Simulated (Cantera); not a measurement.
An adiabatic, constant-volume homogeneous reactor starts with CH₃OH : O₂ : N₂ = 1 : 0.625 : 2.35 (molar parts), equivalence ratio 2.4, at 1775 K and 1100000 Pa.

Computed with Cantera and GRI-Mech 3.0 (53 species, 325 reactions). GRI-Mech 3.0 was tuned for natural gas; its chemistry of methanol as a main component is partial and can be far from experiment. Above 3000 K some thermodynamic fits are extrapolated.

Predict: time of steepest temperature rise; temperature at 2.00 s; equilibrium temperature; x(O₂) at 2.00 s; x(NO) at 2.00 s; x(CO) at 2.00 s; x(CO₂) at 2.00 s.


| Property | Result |
|---|---|
| time of steepest temperature rise | 2.13 µs |
| temperature at 2.00 s | 2996 K |
| equilibrium temperature | 2996 K |
| x(O₂) at 2.00 s | 0.000117 (gas-phase equilibrium 0.000117) |
| x(NO) at 2.00 s | 0.000837 (gas-phase equilibrium 0.000837) |
| x(CO) at 2.00 s | 0.159 (gas-phase equilibrium 0.159) |
| x(CO₂) at 2.00 s | 0.0263 (gas-phase equilibrium 0.0263) |
